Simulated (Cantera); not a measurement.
## Equilibrium for fluorocarbon and chlorocarbon gases: C₂F₆ + H₂

Feed: 1 mol C₂F₆, 1.7 mol H₂, held at 0.133 bar.

Equilibrium computed with Cantera from the NASA thermochemical tables; the gas is ideal and each condensed phase is pure. Candidate condensed phases: C, C₆H₆, C₇H₈, C₈H₁₈; 95 gas species. The feed counts by its element totals alone. Gases not in the tables: C₂F₆ and larger saturated fluorocarbons. Kinetics and transport are ignored.

From 1550 K to 2450 K the condensed part is C(graphite). The main C-bearing gas is CF₄ at 1550 K and CF₂ at 2450 K.

| T (K) | x HF | x CF₄ | x CF₂ | x F | x CF₃ | n C(graphite) |
|---|---|---|---|---|---|---|
| 1550 | 0.839 | 0.160 | 9.65e-5 | 1.28e-5 | 2.36e-5 | 1.35 |
| 1625 | 0.839 | 0.160 | 0.000262 | 3.99e-5 | 5.32e-5 | 1.35 |
| 1700 | 0.839 | 0.160 | 0.000648 | 0.000112 | 0.000111 | 1.35 |
| 1775 | 0.839 | 0.159 | 0.00148 | 0.000289 | 0.000218 | 1.35 |
| 1850 | 0.838 | 0.158 | 0.00316 | 0.000688 | 0.000402 | 1.34 |
| 1925 | 0.836 | 0.156 | 0.00632 | 0.00153 | 0.000703 | 1.34 |
| 2000 | 0.832 | 0.151 | 0.0119 | 0.00319 | 0.00117 | 1.33 |
| 2075 | 0.826 | 0.144 | 0.0211 | 0.00629 | 0.00183 | 1.31 |
| 2150 | 0.817 | 0.133 | 0.0353 | 0.0117 | 0.00272 | 1.29 |
| 2225 | 0.802 | 0.118 | 0.0556 | 0.0206 | 0.00377 | 1.25 |
| 2300 | 0.782 | 0.0965 | 0.0815 | 0.0343 | 0.00483 | 1.20 |
| 2375 | 0.757 | 0.0718 | 0.110 | 0.0538 | 0.00559 | 1.15 |
| 2450 | 0.730 | 0.0470 | 0.136 | 0.0792 | 0.00575 | 1.11 |
x: gas mole fraction; n: condensed amount in mol.
